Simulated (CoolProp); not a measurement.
Vapour-liquid equilibrium of R125 (1) + fluoroethane (R161) (2) at 240.6 K; x and y are mole fractions of (1).

Values from CoolProp's multi-fluid Helmholtz-energy mixture model, Lemmon 2005 and Wu 2012; pair parameters Bell 2016.

Q: Give the bubble pressure and the first vapour's composition at x = 0.05, 0.275, 0.35. Is there an azeotrope?

A: x = 0.05: 1.296 bar, y = 0.071; x = 0.275: 1.481 bar, y = 0.388; x = 0.35: 1.555 bar, y = 0.480. No azeotrope shows between x = 0.05 and 0.95.

The pair parameters rest on a limited set of measurements; away from them the model extrapolates. The gap from Raoult's law changes sign with composition, which may be real or a fault of the pair parameters; it wasn't checked against measurements.
